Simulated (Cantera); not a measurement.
Input (Python, Cantera) and output of one run.

```python
import numpy as np
import cantera as ct

gas_names = """
    C CH CH2 CH3 CH2OH CH3O CH4 CH3OH CN CO CO2 COOH C2 C2H CHCO,ketyl C2H2,acetylene C2H2,vinylidene
    CH2CO,ketene C2H3,vinyl CH3CN CH3CO,acetyl C2H4 C2H4O,ethylen CH3CHO,ethanal CH3COOH (HCOOH)2 C2H5
    C2H6 CH3OCH3 C2H5OH CCN CNC C2N2 C2O C3 C3H3,propargyl C3H4,allene C3H4,propyne C3H4,cyclo-
    C3H5,allyl C3H6,propylene C3H6,cyclo- C3H6O C3H7,n-propyl C3H7,i-propyl C3H8 C3H8O,1propanol
    C3H8O,2propanol C3O2 C4 C4H2 C4H4,1,3-cyclo- C4H6,butadiene C4H6,2-butyne C4H6,cyclo- C4H8,1-butene
    C4H8,cis2-buten C4H8,tr2-butene C4H8,isobutene C4H8,cyclo- (CH3COOH)2 C4H9,n-butyl C4H9,i-butyl
    C4H9,s-butyl C4H9,t-butyl C4H10,isobutane C4H10,n-butane C4N2 C5 C5H6,1,3cyclo- C5H8,cyclo-
    C5H10,1-pentene C5H10,cyclo- C5H11,pentyl C5H11,t-pentyl C5H12,n-pentane C5H12,i-pentane
    CH3C(CH3)2CH3 C6H2 C6H5,phenyl C6H5O,phenoxy C6H6 C6H5OH,phenol C6H10,cyclo- C6H12,1-hexene
    C6H12,cyclo- C6H13,n-hexyl C7H7,benzyl C7H8 C7H8O,cresol C7H14,1-heptene C7H15,n-heptyl
    C7H16,n-heptane C8H8,styrene C8H10,ethylbenz C8H16,1-octene C8H17,n-octyl C8H18,isooctane
    C8H18,n-octane C9H19,n-nonyl C10H8,naphthale C10H21,n-decyl C12H9,o-bipheny C12H10,bipheny H HCN HCO
    HCCN HNC HNCO HNO HNO2 HNO3 HO2 H2 HCHO,formaldehy HCOOH H2O H2O2 N NCO NH NH2 NH3 NH2OH NO NO2 NO3
    N2 N2H2 N2H4 N2O O OH O2 O3
""".split()
cond_names = """
    C(gr) C6H6(L) C7H8(L) C8H18(L),n-octa H2O(s) H2O(L)
""".split()


def load(file, names, dense=False):
    # The tables refer to 1 bar. Condensed volumes are neglected.
    table = {s.name: s for s in ct.Species.list_from_file(file)}
    out = []
    for n in names:
        d = dict(table[n].input_data)
        d["thermo"] = dict(d["thermo"], **{"reference-pressure": 1e5})
        if dense:
            d["equation-of-state"] = {"model": "constant-volume", "density": "1e6 g/cm^3"}
        out.append(ct.Species.from_dict(d))
    return out


gas = ct.Solution(thermo="ideal-gas", species=load("nasa_gas.yaml", gas_names))
cond = {s.name: ct.Solution(thermo="fixed-stoichiometry", species=[s], name=s.name)
        for s in load("nasa_condensed.yaml", cond_names, dense=True)}
atoms = {
    'C3H6': {'C': 3, 'H': 6},
    'H2O': {'H': 2, 'O': 1},
    'N2': {'N': 2},
    'CO2': {'C': 1, 'O': 2},
}
top_T = {'C(gr)': 4500}  # K; cautious upper limits of use, not melting points


def equilibrate(T, P, feed):
    n = {}
    for name, mol in feed.items():
        for a, k in atoms[name].items():
            n[a] = n.get(a, 0.0) + k * mol
    gas.TPX = T, P, n
    mass = sum(n.values()) * gas.mean_molecular_weight
    gas.equilibrate("TP")
    valid = [c for c in cond.values() if c.min_temp <= T <= top_T.get(c.name, c.max_temp)]
    mix = ct.Mixture([(gas, mass / gas.mean_molecular_weight)] + [(c, 0.0) for c in valid])
    mix.T, mix.P = T, P
    mix.equilibrate("TP", solver="vcs", rtol=1e-11, max_steps=5000)
    return mix


results = []
feed = {'C3H6': 1, 'H2O': 0.076, 'N2': 0.35, 'CO2': 0.081}  # mol
P = 29  # Pa
for T in [798, 948, 1098, 1248, 1398, 1548, 1698, 1848, 1998]:
    mix = equilibrate(T, P, feed)
    results.append((T, P, feed, dict(zip(mix.species_names, mix.species_moles))))

top = {s: max(r[3][s] / sum(r[3][g] for g in gas_names) for r in results) for s in gas_names}
cols = sorted((s for s in top if top[s] > 1e-06), key=lambda s: -top[s])[:9]
seen = [c for c in cond_names if any(r[3].get(c, 0) > 1e-12 for r in results)]
print("log10 of partial pressures in bar; condensed amounts in mol")
print(f"{'T/K':>10s}" + "".join(f"{s[:9]:>10s}" for s in cols + seen))
for T, P, feed, n in results:
    ng = sum(n[g] for g in gas_names)
    print(f"{T:10.4g}" + "".join(f"{np.log10(max(n[s] / ng * P / 1e5, 1e-99)):10.3f}" for s in cols)
          + "".join(f"{n.get(c, 0):10.4g}" for c in seen))
```

Result:

```
log10 of partial pressures in bar; condensed amounts in mol
       T/K        H2        N2         H        CO       HCN C2H2,acet       H2O       CH4       HNC     C(gr)
       798    -3.614    -4.557   -13.381    -4.729   -11.135   -15.539    -6.951    -7.085   -14.768     2.844
       948    -3.614    -4.557   -11.087    -4.725    -9.752   -13.201    -8.353    -7.993   -12.757     2.843
      1098    -3.614    -4.557    -9.414    -4.725    -8.750   -11.509    -9.375    -8.664   -11.297     2.843
      1248    -3.614    -4.558    -8.137    -4.725    -7.991   -10.227   -10.152    -9.180   -10.191     2.843
      1398    -3.614    -4.558    -7.132    -4.725    -7.397    -9.224   -10.760    -9.587    -9.324     2.842
      1548    -3.614    -4.559    -6.319    -4.725    -6.920    -8.419   -11.251    -9.917    -8.627     2.841
      1698    -3.618    -4.562    -5.649    -4.727    -6.530    -7.760   -11.656   -10.192    -8.057     2.839
      1848    -3.628    -4.569    -5.089    -4.731    -6.211    -7.217   -12.005   -10.437    -7.586     2.833
      1998    -3.656    -4.585    -4.623    -4.743    -5.955    -6.776   -12.327   -10.682    -7.203     2.823
```

Cantera equilibrium calculation (NASA polynomials, part measured and part estimated; ideal gas, pure solids and liquids).
